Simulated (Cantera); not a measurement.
An isothermal plug-flow reactor at 850 K and 750 Torr (inlet), inlet velocity 0.32 m/s, active area per volume 1900 1/m; feed CO : O₂ : N₂ : H₂O = 0.015 : 0.076 : 0.79 : 0.05 (molar parts).

Computed with Cantera and Deutschmann's 1995 Pt surface mechanism with GRI-Mech 3.0 gas chemistry. Catalytic surfaces can have several steady states; this one follows from the mechanism file's or the stated starting coverage. Mass transfer to the wall is taken as infinitely fast.

Task: What does this change do: temperature 850 to 450 K?

Result: 
| quantity | before | after |
|---|---|---|
| x(CO) at z = 0.091 m | <1e-12 | 0.0161 |
| x(O₂) at z = 0.091 m | 0.0742 | 0.0816 |
| x(H₂O) at z = 0.091 m | 0.0541 | 0.0537 |
| x(CO₂) at z = 0.091 m | 0.0162 | 8.94e-6 |
| θ(O*) at the exit | 0.924 | 0.00252 |
